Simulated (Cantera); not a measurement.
What does this Cantera script print?

```python
import numpy as np
import cantera as ct

gas_names = [...]  # 123 gases of nasa_gas.yaml made of C, H, O, Si
cond_names = """
    C(gr) C6H6(L) C7H8(L) C8H18(L),n-octa H2O(s) H2O(L) Si(cr) Si(L) SiC(b) SiO2(Lqz) SiO2(hqz) SiO2(L)
""".split()


# ... load() reads the species with a 1 bar reference pressure and builds the phases ...
atoms = {
    'HMDSO': {'Si': 2, 'C': 6, 'H': 18, 'O': 1},
    'O2': {'O': 2},
}
top_T = {'C(gr)': 4500, 'SiC(b)': 3050}  # K; cautious upper limits of use, not melting points


# ... equilibrate(T, P, feed) seeds the gas with the atoms and calls Mixture.equilibrate('TP', solver="vcs", rtol=1e-11, max_steps=5000) ...
results = []
T = 1550  # K
P = 5700  # Pa
for m in [1.7, 2.2, 2.7, 3.3, 3.8, 4.3, 4.8, 5.3, 5.9, 6.4, 6.9]:
    feed = {'HMDSO': 1, 'O2': m}  # mol
    mix = equilibrate(T, P, feed)
    results.append((T, P, feed, dict(zip(mix.species_names, mix.species_moles))))
    x = sorted(zip(gas.X, gas.species_names), reverse=True)
    print(f"T = {T:g} K  P = {P:g} Pa  n(O2) = {m:g} mol  gas = {mix.phase_moles(0):.4g} mol")
    print("   x: " + "  ".join(f"{s} {v:.3e}" for v, s in x if v > 0.0001))
    print("   condensed (mol): " + ("  ".join(f"{mix.phase(i).name} {mix.phase_moles(i):.4g}"
          for i in range(1, mix.n_phases) if mix.phase_moles(i) > 1e-12) or "none"))
```

It prints:

```
T = 1550 K  P = 5700 Pa  n(O2) = 1.7 mol  gas = 13.18 mol
   x: H2 6.825e-01  CO 3.144e-01  SiO 2.872e-03  H 1.090e-04
   condensed (mol): SiC(b) 1.854  SiO2(hqz) 0.1081
T = 1550 K  P = 5700 Pa  n(O2) = 2.2 mol  gas = 13.52 mol
   x: H2 6.657e-01  CO 3.313e-01  SiO 2.823e-03  H 1.076e-04
   condensed (mol): SiC(b) 1.521  SiO2(hqz) 0.4412
T = 1550 K  P = 5700 Pa  n(O2) = 2.7 mol  gas = 13.85 mol
   x: H2 6.496e-01  CO 3.474e-01  SiO 2.779e-03  H 1.063e-04
   condensed (mol): SiC(b) 1.187  SiO2(hqz) 0.7743
T = 1550 K  P = 5700 Pa  n(O2) = 3.3 mol  gas = 14.25 mol
   x: H2 6.314e-01  CO 3.657e-01  SiO 2.731e-03  H 1.048e-04
   condensed (mol): SiC(b) 0.787  SiO2(hqz) 1.174
T = 1550 K  P = 5700 Pa  n(O2) = 3.8 mol  gas = 14.59 mol
   x: H2 6.169e-01  CO 3.802e-01  SiO 2.696e-03  H 1.036e-04
   condensed (mol): SiC(b) 0.4536  SiO2(hqz) 1.507
T = 1550 K  P = 5700 Pa  n(O2) = 4.3 mol  gas = 14.92 mol
   x: H2 6.031e-01  CO 3.941e-01  SiO 2.664e-03  H 1.024e-04
   condensed (mol): SiC(b) 0.1201  SiO2(hqz) 1.84
T = 1550 K  P = 5700 Pa  n(O2) = 4.8 mol  gas = 15 mol
   x: H2 5.678e-01  CO 3.921e-01  H2O 3.208e-02  CO2 7.920e-03
   condensed (mol): SiO2(hqz) 2
T = 1550 K  P = 5700 Pa  n(O2) = 5.3 mol  gas = 15 mol
   x: H2 5.154e-01  CO 3.778e-01  H2O 8.451e-02  CO2 2.215e-02
   condensed (mol): SiO2(hqz) 2
T = 1550 K  P = 5700 Pa  n(O2) = 5.9 mol  gas = 15 mol
   x: H2 4.544e-01  CO 3.589e-01  H2O 1.456e-01  CO2 4.110e-02
   condensed (mol): SiO2(hqz) 2
T = 1550 K  P = 5700 Pa  n(O2) = 6.4 mol  gas = 15 mol
   x: H2 4.052e-01  CO 3.413e-01  H2O 1.947e-01  CO2 5.863e-02
   condensed (mol): SiO2(hqz) 2
T = 1550 K  P = 5700 Pa  n(O2) = 6.9 mol  gas = 15 mol
   x: H2 3.579e-01  CO 3.221e-01  H2O 2.421e-01  CO2 7.790e-02
   condensed (mol): SiO2(hqz) 2
```

These are equilibrium values from Cantera (NASA tables, ideal gas, pure condensed phases), not measurements of a reactor. The feed counts by its element totals alone. Mutual solubility and eutectic melting of coexisting phases are not modelled. The tables hold silica as quartz up to 1696 K and as liquid above; real silica turns to tridymite and cristobalite and melts near 1996 K. Gases not in the tables: Si(OH)4.
